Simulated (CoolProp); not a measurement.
CHF3 (R23) along the isobar 1.66 MPa: density (kg/m³) from the reference equation and from simpler models built on Tc = 26.1 °C, pc = 4.832 MPa, ω = 0.263; each cubic takes its own stable root.

Computed with CoolProp (reference Helmholtz-energy equation of state, Penoncello 2003).

| T (°C) | phase | reference |
|---|---|---|
| -66.95 | liquid | 1391 |
| -47.05 | liquid | 1307 |
| -27.15 | liquid | 1210 |
| -7.35 | gas | 68.20 |
| 12.55 | gas | 58.58 |
| 32.45 | gas | 52.29 |
| 52.35 | gas | 47.61 |
| 72.25 | gas | 43.89 |

### Question
How far does each simpler model (Redlich-Kwong, Soave-Redlich-Kwong) lie from the reference over these 8 states: mean and median of the absolute difference, and the worst?

### Answer
- Redlich-Kwong: mean 8.1 %, median 3.2 %, worst -20.8 % at -27.15 °C and 1.66 MPa
- Soave-Redlich-Kwong: mean 6.6 %, median 2.3 %, worst -16.4 % at -27.15 °C and 1.66 MPa
